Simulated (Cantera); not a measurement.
Reactions in the system O-Pb-S

Source: NASA polynomial tables (part measured, part estimated), evaluated in Cantera. Values are per mole of reaction as written; species without (g) are pure solids or liquids, kept so even where they would boil at 1 bar.

2 Pb(g) + SO₂(g) → 2 PbO(g) + S

| T (K) | ΔH° (kJ) | ΔS° (J/K) | ΔG° (kJ) | log10 K |
|---|---|---|---|---|
| 498 | 52.1 | -74.1 | 89.0 | -9.34 |
| 523 | 52.7 | -73.0 | 90.9 | -9.08 |
| 548 | 53.2 | -72.0 | 92.7 | -8.84 |
| 573 | 53.7 | -71.2 | 94.5 | -8.61 |
| 598 | 54.2 | -70.4 | 96.3 | -8.41 |
| 623 | 54.6 | -69.8 | 98.0 | -8.22 |
| 648 | 54.9 | -69.2 | 99.7 | -8.04 |
| 673 | 55.2 | -68.7 | 101.5 | -7.88 |
| 698 | 55.5 | -68.3 | 103.2 | -7.72 |
| 723 | 55.8 | -67.9 | 104.9 | -7.58 |

PbS + 2 O(g) → Pb(g) + SO₂(g)

```tsv
T (K)	ΔH° (kJ)	ΔS° (J/K)	ΔG° (kJ)	log10 K
498	-507.5	-5.0	-505.0	52.97
523	-508.2	-6.3	-504.9	50.42
548	-508.8	-7.5	-504.7	48.10
573	-509.5	-8.7	-504.5	45.99
598	-510.1	-9.8	-504.2	44.04
623	-510.7	-10.8	-504.0	42.26
648	-511.3	-11.7	-503.7	40.60
673	-511.9	-12.6	-503.4	39.07
698	-512.5	-13.5	-503.1	37.65
723	-513.1	-14.3	-502.7	36.32
```
